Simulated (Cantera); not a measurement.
## Hydrocarbon pyrolysis for carbon deposition

A perfectly stirred reactor is fed with 13.0 % CH₄, 87.0 % H₂, at 280 Pa; it is held at 1750 K, and followed from long to short residence time.

Computed with Cantera and GRI-Mech 3.0 (53 species, 325 reactions). GRI-Mech 3.0 stops at C3 and has no aromatics, soot or wall deposition, so with more carbon than oxygen in the feed, carbon stays in small species such as C2H2 where larger ones or solid carbon would form. Radical loss at walls, strong at low pressure, is not modelled.

```csv
τ (s),x CH₄,x H₂,x C₂H₆,x C₂H₂,x H,x CH₃
0.39,0.0817,0.894,1.08e-5,0.0196,0.00128,0.00233
0.20,0.101,0.884,1.31e-5,0.0109,0.00108,0.00246
0.11,0.115,0.876,1.19e-5,0.00462,0.000839,0.00221
0.056,0.126,0.871,6.17e-6,0.000834,0.000501,0.00145
0.030,0.129,0.870,2.07e-6,8.54e-5,0.000265,0.000786
0.016,0.129,0.870,5.98e-7,6.71e-6,0.000138,0.000413
0.0082,0.130,0.870,1.49e-7,4.25e-7,7.05e-5,0.000210
0.0043,0.130,0.870,3.59e-8,2.97e-8,3.71e-5,0.000110
```
x: mole fraction; the columns are a selection and need not sum to one.
